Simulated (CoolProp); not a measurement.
A simple Rankine cycle with n-butane: condensing at 332.15 K, boiler at 2.67 MPa, turbine inlet 419 K, turbine efficiency 0.6, pump efficiency 0.8, no recuperator. Each further row changes one setting.

Computed with CoolProp (reference Helmholtz-energy equation of state, Bücker 2006).

| case | thermal efficiency (%) | net work (kJ/kg) | heat in (kJ/kg) | turbine exit temperature (K) | volume ratio over the turbine |
|---|---|---|---|---|---|
| as stated | 7.6 | 34.1 | 447 | 375.0 | 5.24 |
| turbine inlet 439 K | 7.6 | 38.5 | (withheld) | 399.5 | (withheld) |
| condensing temperature 324.15 K | 8.5 | (withheld) | 468 | 370.8 | 6.44 |
| boiler pressure 1.87 MPa | 6.2 | 29.5 | 477 | 390.9 | 3.26 |
| turbine efficiency 0.5 | 6.2 | 27.7 | 447 | (withheld) | 5.29 |

Q: Complete the blanks.

A: 
- turbine inlet 439 K, heat in (kJ/kg): 505
- turbine inlet 439 K, volume ratio over the turbine: 4.90
- condensing temperature 324.15 K, net work (kJ/kg): 39.6
- turbine efficiency 0.5, turbine exit temperature (K): 378.0
